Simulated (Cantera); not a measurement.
A closed system holds: 1 mol MgCO3, 0.014 mol O2, equilibrated at 2198.15 K and 0.0130 bar.

Equilibrium computed with Cantera from the NASA thermochemical tables; the gas is ideal and each condensed phase is pure. Candidate condensed phases: C, Mg, MgCO3, MgO; 15 gas species. The numbers say what is thermodynamically allowed, not how fast it happens.

Base state: CO2 0.771, CO 0.142, O2 0.0805, O 0.00665, Mg 0.000531, MgO 5.47e-5 (mole fractions); condensed: MgO(s).

Q: What changes in the equilibrium state with this change: O2 from 0.014 to 19 mol?

A: 
```json
[
 {"species": "O2", "before": "0.0805", "after": "0.928"},
 {"species": "CO2", "before": "0.771", "after": "0.0468"},
 {"species": "O", "before": "0.00665", "after": "0.0226"},
 {"species": "CO", "before": "0.142", "after": "0.00254"},
 {"species": "Mg", "before": "0.000531", "after": "0.000157"},
 {"species": "MgO", "before": "5.47e-5", "after": "5.47e-5"},
 {"species": "MgO(s), mol", "before": "0.999", "after": "0.996"}
]
```

Q: What changes in the equilibrium state with this change: temperature from 2198.15 K to 1025 K?

A: 
```
species        before    after
-----------  --------  -------
CO2             0.771    0.986
O2             0.0805   0.0138
CO              0.142  1.03e-8
Mg           0.000531    <1e-9
O             0.00665    <1e-9
MgO           5.47e-5    <1e-9
MgO(s), mol     0.999     1.00
```
